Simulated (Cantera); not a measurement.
Low-pressure radical oxidation in H2/O2

An isothermal, constant-pressure homogeneous reactor starts with 10.3 % H2, 51.3 % O2, 38.5 % N2, at 1400 K and 15.0 Torr.

Model: GRI-Mech 3.0 (53 species, 325 reactions), integrated in Cantera. Radical loss at walls, strong at low pressure, is not modelled. The temperature is held fixed by assumption; the heat of reaction is taken as removed at once.

| t (s) | x H2 | x O2 | x H2O | x HO2 | x NO |
|---|---|---|---|---|---|
| 3.00e-5 | 0.103 | 0.513 | 1.35e-8 | 5.53e-8 | <1e-12 |
| 7.05e-5 | 0.103 | 0.513 | 1.45e-7 | 1.30e-7 | <1e-12 |
| 0.000166 | 0.103 | 0.513 | 2.68e-6 | 3.07e-7 | <1e-12 |
| 0.000389 | 0.102 | 0.512 | 0.000528 | 1.06e-6 | <1e-12 |
| 0.000915 | 0.00557 | 0.445 | 0.0782 | 3.43e-6 | 8.29e-8 |
| 0.00215 | 0.00435 | 0.445 | 0.0815 | 3.40e-6 | 4.81e-7 |
| 0.00505 | 0.00396 | 0.449 | 0.0847 | 3.41e-6 | 1.25e-6 |
| 0.0119 | 0.00315 | 0.458 | 0.0906 | 3.38e-6 | 2.42e-6 |
| 0.0279 | 0.00183 | 0.471 | 0.0986 | 3.07e-6 | 3.45e-6 |
| 0.0656 | 0.000630 | 0.481 | 0.105 | 2.10e-6 | 3.83e-6 |
| 0.154 | 0.000141 | 0.485 | 0.107 | 8.84e-7 | 3.90e-6 |
| 0.362 | 2.96e-5 | 0.486 | 0.108 | 2.72e-7 | 3.91e-6 |
| 0.851 | 7.17e-6 | 0.486 | 0.108 | 9.33e-8 | 3.92e-6 |
| 2.00 | 2.11e-6 | 0.486 | 0.108 | 5.53e-8 | 3.92e-6 |
x: mole fraction; the columns are a selection and need not sum to one.

Equilibrium at this temperature and pressure: H2 4.98e-7, O2 0.486, H2O 0.108, HO2 6.63e-8, NO 0.000794 (gas phase only).
